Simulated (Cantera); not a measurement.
Cantera run:

```python
import numpy as np
import cantera as ct

gas_names = """
    C6H6 CH3
""".split()
cond_names = """
    Ta(cr) Ta(L) TaC(s) TaC(L)
""".split()


# ... load() reads the species with a 1 bar reference pressure and builds the phases ...
species = {s.name: s for s in load("nasa_gas.yaml", gas_names) + load("nasa_condensed.yaml", cond_names)}
# Each term lists the table entries of one substance; the one whose range holds T is used.
reactions = {
    'C6H6(g) + 4 Ta = 4 TaC + 2 CH3(g)':
        [(-1, ['C6H6']), (-4, ['Ta(cr)', 'Ta(L)']), (4, ['TaC(s)', 'TaC(L)']), (2, ['CH3'])],
}


def pick(names, T):
    return next(species[n] for n in names if species[n].thermo.min_temp <= T <= species[n].thermo.max_temp)


results = []
for label, terms in reactions.items():
    print(label)
    print("     T/K   dH/kJ  dS/(J/K)   dG/kJ   log10 K")
    for T in [300, 425, 475, 525, 575, 625, 675, 725]:
        used = [(nu, pick(names, T)) for nu, names in terms]
        dH = sum(nu * s.thermo.h(T) for nu, s in used) / 1e6
        dS = sum(nu * s.thermo.s(T) for nu, s in used) / 1e3
        dG = dH - T * dS / 1e3
        logK = -dG * 1e6 / (ct.gas_constant * T * np.log(10))
        results.append((label, T, dH, dS, dG, logK, [s.name for _, s in used]))
        print(f"{T:8g} {dH:8.1f} {dS:8.1f} {dG:8.1f} {logK:8.2f}")
```

It prints:

```
C6H6(g) + 4 Ta = 4 TaC + 2 CH3(g)
     T/K   dH/kJ  dS/(J/K)   dG/kJ   log10 K
     300   -365.4    122.7   -402.2    70.03
     425   -360.8    135.6   -418.4    51.43
     475   -359.3    138.9   -425.3    46.77
     525   -358.1    141.3   -432.3    43.01
     575   -357.1    143.1   -439.4    39.92
     625   -356.3    144.4   -446.6    37.33
     675   -355.7    145.4   -453.9    35.12
     725   -355.3    146.0   -461.2    33.22
```

Cantera with NASA thermochemical tables; ideal gases at 1 bar, condensed phases pure. TaC: taken at fixed stoichiometry. Condensed species are held in their standard states even where they would react or evaporate.
